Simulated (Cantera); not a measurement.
Input: 1 mol PbO, 1.5 mol C, 0.1 mol H₂, 1.9 mol CH₄, held at 625 °C and 100000 Pa.

These are equilibrium values from Cantera (NASA tables, ideal gas, pure condensed phases), not measurements of a reactor. Candidate condensed phases: C, C₆H₆, C₇H₈, C₈H₁₈, H₂O, Pb, PbO, PbO₂, Pb₃O₄; 113 gas species. Equilibrium is a limit: real reactors are often held back by kinetics, nucleation or transport.

Base state: H₂ 0.640, CH₄ 0.131, H₂O 0.121, CO 0.0751, CO₂ 0.0330 (mole fractions); condensed: C(graphite) + Pb(l).

### Question
What changes in the equilibrium state with this change: temperature from 625 °C to 725 °C?

### Answer
```csv
species,before,after
H₂,0.640,0.734
CO,0.0751,0.153
CH₄,0.131,0.0525
H₂O,0.121,0.0459
CO₂,0.0330,0.0139
Pb,1.30e-6,1.55e-5
"C(graphite), mol",2.49,2.43
"Pb(l), mol",1.000,1.000
```

### Question
What changes in the equilibrium state with this change: temperature from 625 °C to 2100 °C?

### Answer
```json
[
 {"species": "H₂", "before": "0.640", "after": "0.648"},
 {"species": "CO", "before": "0.0751", "after": "0.169"},
 {"species": "Pb", "before": "1.30e-6", "after": "0.168"},
 {"species": "CH₄", "before": "0.131", "after": "7.82e-5"},
 {"species": "H₂O", "before": "0.121", "after": "3.70e-6"},
 {"species": "H", "before": "<1e-9", "after": "0.0112"},
 {"species": "CO₂", "before": "0.0330", "after": "1.65e-7"},
 {"species": "C₂H₂ (acetylene)", "before": "<1e-9", "after": "0.00399"},
 {"species": "Pb₂", "before": "<1e-9", "after": "7.36e-5"},
 {"species": "CH₃", "before": "<1e-9", "after": "2.51e-5"},
 {"species": "C(graphite), mol", "before": "2.49", "after": "2.35"},
 {"species": "Pb(l), mol", "before": "1.000", "after": "0"}
]
```
